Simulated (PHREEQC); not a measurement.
Solution (75 °C): 0.038 mmol/kgw HBF4 and 0.38 mmol/kgw Na2SO4. It is in equilibrium with CO2 at log p = -3.5 (atm). Otherwise closed; pH follows from the charge balance.

Equilibrium calculation in PHREEQC: ion-association model, phreeqc.dat.

Precipitation was switched off in this run.

Problem. Predict the pH.

Solution. pH 4.02.

Problem. In which forms is S present?

Solution. SO4-2 97 %, HSO4- 2.8 % of the S.

Complexes and solids missing from the database can't appear. Away from 25 °C the constants follow the database's enthalpies or fits; those with neither stay at their 25 °C values. Real BF4- forms and hydrolyses slowly; the run takes it at equilibrium.
